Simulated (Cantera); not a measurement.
Gas activation for diamond growth

An isothermal, constant-pressure homogeneous reactor starts with CH4 : H2 = 0.043 : 1 (molar parts), at 2450 K and 165 Torr.

Model: GRI-Mech 3.0 (53 species, 325 reactions), integrated in Cantera. GRI-Mech 3.0 stops at C3 and has no aromatics, soot or wall deposition, so with more carbon than oxygen in the feed, carbon stays in small species such as C2H2 where larger ones or solid carbon would form.

```
t (s)        x CH4   x H2     x CH3    x C2H6    x C2H    x C2H2
--------  --------  -----  --------  --------  -------  --------
4.00e-5     0.0308  0.948   0.00727   8.44e-6  7.79e-7  0.000927
9.19e-5     0.0198  0.947   0.00739   5.85e-6  8.09e-6   0.00607
0.000211   0.00824  0.950   0.00378   1.24e-6  2.22e-5    0.0136
0.000486   0.00242  0.950   0.00131   1.25e-7  3.41e-5    0.0176
0.00112   0.000647  0.947  0.000409   1.02e-8  4.24e-5    0.0189
0.00257   0.000189  0.943  0.000135  9.73e-10  4.86e-5    0.0192
0.00590    7.20e-5  0.940   5.59e-5  1.58e-10  5.32e-5    0.0193
0.0136     4.92e-5  0.939   3.95e-5  7.98e-11  5.50e-5    0.0193
0.0312     4.79e-5  0.939   3.85e-5  7.63e-11  5.52e-5    0.0193
0.0716     4.79e-5  0.939   3.85e-5  7.63e-11  5.52e-5    0.0193
0.165      4.79e-5  0.939   3.85e-5  7.63e-11  5.52e-5    0.0193
0.379      4.79e-5  0.939   3.85e-5  7.63e-11  5.52e-5    0.0193
0.870      4.79e-5  0.939   3.85e-5  7.63e-11  5.52e-5    0.0193
2.00       4.79e-5  0.939   3.85e-5  7.63e-11  5.52e-5    0.0193
```
x: mole fraction; the columns are a selection and need not sum to one.

Equilibrium at this temperature and pressure: CH4 4.83e-5, H2 0.939, CH3 3.89e-5, C2H6 7.76e-11, C2H 5.52e-5, C2H2 0.0193 (gas phase only).
